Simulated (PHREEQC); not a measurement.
Solution (90 °C): 0.0094 mol/kgw NH3 and 0.015 mol/kgw Na2CO3. Closed to the air; pH follows from the charge balance.

Model: ion-association model, wateq4f.dat, run in PHREEQC.

Precipitation was switched off in this run.

### Question
Predict the pH.

### Answer
pH 9.88.

### Question
In which forms is Na present?

### Answer
Na+ 71 %, NaCO3- 29 % of the Na.

Complexes and solids missing from the database can't appear. Constants without temperature data keep their 25 °C values here.
